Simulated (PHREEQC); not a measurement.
# Leach liquor (model solution)

Consider water at 25 °C with 0.032 mol/kgw HCl and 0.00036 mol/kgw MnSO4. Closed to the air; pH follows from the charge balance.

Model: ion-association model, phreeqc.dat, run in PHREEQC.

```json
{
 "pH": "1.56",
 "ionic_strength": "0.0329 mol/kgw",
 "specific_conductance": "12100 µS/cm",
 "total_alkalinity": "-32.0 meq/kg"
}
```

| species | molality | activity | log γ |
|---|---|---|---|
| Cl- | 0.0320 | 0.0269 | -0.076 |
| H+ | 0.0318 | 0.0277 | -0.060 |
| Mn+2 | 0.000334 | 0.000179 | -0.273 |
| HSO4- | 0.000223 | 0.000188 | -0.073 |
| SO4-2 | 0.000135 | 6.99e-5 | -0.287 |
| MnCl+ | 2.30e-5 | 1.95e-5 | -0.071 |
| MnSO4 | 2.20e-6 | 2.22e-6 | 0.003 |
| MnCl2 | 2.27e-7 | 2.29e-7 | 0.003 |
| MnCl3- | 2.00e-9 | 1.70e-9 | -0.071 |

This is a speciation only: nothing precipitates in the calculation.
